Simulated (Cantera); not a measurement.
Source: NASA polynomial tables (part measured, part estimated), evaluated in Cantera. Values are per mole of reaction as written; species without (g) are pure solids or liquids, kept so even where they would boil at 1 bar. ZrN: taken at fixed stoichiometry.

Task: Between 1525 and 2725 K, where is each reaction favourable under standard conditions?
- 2 NH₃(g) + 2 Zr = 3 H₂(g) + 2 ZrN

Result: 
- 2 NH₃(g) + 2 Zr = 3 H₂(g) + 2 ZrN: ΔG° is -696 kJ at 1525 K and -756 kJ at 2725 K; it stays negative (K > 1). ΔH° is -644 kJ and ΔS° 41 J/K at 2725 K.
